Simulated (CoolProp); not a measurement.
Aqueous ethanol as a coolant, 33 % by mass, freezing at -23.0 °C, 1 atm.

The numbers come from the Melinder's fits for secondary coolants in CoolProp.

```csv
T (°C),conductivity (W/(m K)),density (kg/m³),Prandtl number,cp (kJ/(kg K))
-13.6,(withheld),967.7,171,4.006
-7.7,0.379,964.9,116,4.043
-1.7,0.382,961.8,81.2,(withheld)
4.3,0.386,(withheld),58.8,4.104
10.2,(withheld),955.0,44.1,4.129
16.2,0.393,951.2,33.9,4.151
22.1,0.396,947.4,26.7,4.171
28.1,0.400,943.4,21.5,(withheld)
34.1,0.403,939.3,17.5,4.208
```

Q: Complete the blanks.

A: 
- -13.6, conductivity (W/(m K)): 0.376
- -1.7, cp (kJ/(kg K)): 4.075
- 4.3, density (kg/m³): 958.4
- 10.2, conductivity (W/(m K)): 0.389
- 28.1, cp (kJ/(kg K)): 4.190
